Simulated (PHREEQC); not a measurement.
Leach liquor: an equilibrium model

Solution (25 °C): 0.00098 mol H2SO4, 0.25 mol ZnSO4 and 5e-05 mol MgSO4 per kg of water. Closed to the air; pH follows from the charge balance.

All values are PHREEQC results (ion-association model, phreeqc.dat), not measurements.

Each row changes one thing in this solution. This is a speciation only: nothing precipitates in the calculation.

| case | pH | ionic strength (mol/kgw) | SO4-2 (mol/kgw) | HSO4- (mol/kgw) |
|---|---|---|---|---|
| as made | 3.24 | 0.479 | 0.0759 | 0.00121 |
| ZnSO4 from 0.25 to 0.025 mol/kgw | 2.99 | 0.0607 | 0.0140 | 0.000749 |
| H2SO4 from 0.00098 to 0.00108 mol/kgw | ? | 0.479 | 0.0759 | 0.00133 |
| diluted 5-fold with water | 3.76 | 0.108 | 0.0234 | 0.000183 |
| MgSO4 left out | 3.24 | 0.479 | 0.0759 | 0.00121 |
| diluted 10-fold with water | 3.99 | 0.0594 | 0.0138 | 7.46e-5 |
| ZnSO4 left out | 2.76 | ? | 0.000897 | 0.000127 |
| ZnSO4 from 0.25 to 0.5 mol/kgw | 3.31 | 0.943 | 0.137 | 0.00131 |

What belongs in the gaps?


- H2SO4 from 0.00098 to 0.00108 mol/kgw, pH: 3.20
- ZnSO4 left out, ionic strength (mol/kgw): 0.00286

The ionic strength passes 0.7 mol/kgw, the rough limit of the ion-association models, in ZnSO4 from 0.25 to 0.5 mol/kgw.
